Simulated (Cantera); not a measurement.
Input: 1 mol Si2H6, a varied amount of CO2, 24 mol N2, equilibrated at 1800 K and 443 Torr.

These are equilibrium values from Cantera (NASA tables, ideal gas, pure condensed phases), not measurements of a reactor. Candidate condensed phases: C, C6H6, C7H8, C8H18, H2O, Si, SiC, SiO2, Si2N2O, Si3N4; 151 gas species. The feed counts by its element totals alone. Mutual solubility and eutectic melting of coexisting phases are not modelled. The tables hold silica as quartz up to 1696 K and as liquid above; real silica turns to tridymite and cristobalite and melts near 1996 K. Equilibrium is a limit: real reactors are often held back by kinetics, nucleation or transport.

Task: Which condensed phases are stable at each of these points (n(CO2) (mol)): 0.37, 0.75, 1.1, 1.5, 1.9, 2.3, 2.6, 3?

Result: 
```tsv
n(CO2) (mol)	condensed phases	Si condensed (%)
0.37	SiC(s) + Si2N2O(s) + Si3N4(s)	99.8
0.75	SiC(s) + Si2N2O(s)	99.6
1.1	SiO2(condensed) + Si2N2O(s)	95.0
1.5	SiO2(condensed) + Si2N2O(s)	94.9
1.9	SiO2(condensed) + Si2N2O(s)	94.7
2.3	SiO2(condensed) + Si2N2O(s)	94.6
2.6	SiO2(condensed) + Si2N2O(s)	94.5
3	SiO2(condensed) + Si2N2O(s)	94.4
```

At 0.37 mol CO2 the condensed part is SiC(s) + Si2N2O(s) + Si3N4(s). At 0.75 mol CO2 the condensed part is SiC(s) + Si2N2O(s). From 1.1 mol CO2 to 3 mol CO2 the condensed part is SiO2(condensed) + Si2N2O(s).
